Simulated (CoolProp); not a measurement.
Vapour-liquid equilibrium of ethane (1) + propylene (2) at 235.5 K; x and y are mole fractions of (1).

Values from CoolProp's multi-fluid Helmholtz-energy mixture model, Bücker 2006 and Lemmon 2013; pair parameters Bell 2016.

```csv
x,"bubble pressure, mixture model (bar)","bubble pressure, Raoult's law (bar)","y, mixture model","y, Raoult's law"
0.05,1.914,1.902,0.216,0.221
0.15,2.602,2.585,0.471,0.487
0.25,3.272,3.268,0.619,0.642
0.35,3.933,3.951,0.717,0.743
0.45,4.589,4.634,0.789,0.815
0.55,5.249,5.317,0.844,0.868
0.65,5.916,6.000,0.888,0.909
0.75,6.596,6.683,0.926,0.942
0.85,7.295,7.366,0.958,0.968
0.95,8.018,8.049,0.987,0.990
```

The largest gap from Raoult's law is -1.4 % in bubble pressure, at x = 0.65. No azeotrope shows between x = 0.05 and 0.95.

The pair parameters rest on a limited set of measurements; away from them the model extrapolates. The gap from Raoult's law changes sign with composition, which may be real or a fault of the pair parameters; it wasn't checked against measurements.
